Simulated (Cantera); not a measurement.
Input: 1 mol NH3, 0.41 mol SO2, 0.2 mol O2, at 2525 °C and 0.0730 bar.

Method: chemical equilibrium by Gibbs-energy minimisation in Cantera with the NASA 1993 tables (ideal gas, pure condensed phases). Candidate condensed phases: H2O, H2SO4, S; 35 gas species. Rates play no part.

Base state: H2 0.244, H2O 0.216, N2 0.184, H 0.149, SO 0.0698, SO2 0.0511, OH 0.0369, S 0.0213 (mole fractions); condensed: gas only.

Q: What changes in the equilibrium state with this change: SO2 from 0.41 to 0.11 mol?

A: 
```
species   before     after
-------  -------  --------
H2         0.244     0.347
N2         0.184     0.210
H2O        0.216     0.182
SO        0.0698    0.0215
SO2       0.0511   0.00930
S         0.0213    0.0111
O         0.0141   0.00836
OH        0.0369    0.0260
H          0.149     0.177
S2O      4.38e-5   6.99e-6
S2       0.00183  0.000495
```
